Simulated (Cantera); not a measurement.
A closed system holds: 1 mol MgO, 0.69 mol CO, 0.11 mol H2, at 0.133 bar.

Cantera equilibrium calculation (NASA polynomials, part measured and part estimated; ideal gas, pure solids and liquids). Candidate condensed phases: C, C6H6, C7H8, C8H18, H2O, Mg, MgCO3, MgO, Mg(OH)2; 116 gas species. The numbers say what is thermodynamically allowed, not how fast it happens.

Which condensed phases are stable at each of these points (T (K)): 1023, 1073, 1123, 1173, 1223, 1273, 1323, 1373, 1423, 1473, 1523, 1573, 1623?


| T (K) | condensed phases | Mg condensed (%) |
|---|---|---|
| 1023 | C(graphite) + MgO(s) | 100.0 |
| 1073 | C(graphite) + MgO(s) | 100.0 |
| 1123 | C(graphite) + MgO(s) | 100.0 |
| 1173 | C(graphite) + MgO(s) | 100.0 |
| 1223 | C(graphite) + MgO(s) | 100.0 |
| 1273 | C(graphite) + MgO(s) | 100.0 |
| 1323 | C(graphite) + MgO(s) | 100.0 |
| 1373 | C(graphite) + MgO(s) | 100.0 |
| 1423 | C(graphite) + MgO(s) | 100.0 |
| 1473 | C(graphite) + MgO(s) | 100.0 |
| 1523 | MgO(s) | 100.0 |
| 1573 | MgO(s) | 100.0 |
| 1623 | MgO(s) | 100.0 |

From 1023 K to 1473 K the condensed part is C(graphite) + MgO(s). From 1523 K to 1623 K the condensed part is MgO(s).
